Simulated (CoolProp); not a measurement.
Vapour-liquid equilibrium of R134a (1) + isobutane (2) at 314.5 K; x and y are mole fractions of (1).

Computed with CoolProp (multi-fluid Helmholtz-energy mixture model, Tillner-Roth 1994 and Bücker 2006; pair parameters Bell 2016).

```csv
x,"bubble pressure, mixture model (bar)","bubble pressure, Raoult's law (bar)","y, mixture model","y, Raoult's law"
0.05,6.811,5.755,0.202,0.092
0.125,8.302,6.132,0.365,0.215
0.2,9.363,6.510,0.457,0.324
0.275,10.12,6.888,0.517,0.421
0.35,10.66,7.266,0.561,0.508
0.425,11.06,7.643,0.597,0.586
0.5,11.36,8.021,0.628,0.657
0.575,11.57,8.399,0.659,0.722
0.65,11.71,8.776,0.692,0.781
0.725,11.77,9.154,0.729,0.835
0.8,11.72,9.532,0.774,0.885
0.875,11.51,9.910,0.834,0.931
0.95,11.05,10.29,0.919,0.973
```

The largest gap from Raoult's law is +46.9 % in bubble pressure, at x = 0.275. y crosses x between x = 0.725 and 0.8: the model has an azeotrope there.

Pair parameters are fitted to limited data, so mixtures are less certain than the pure fluids.
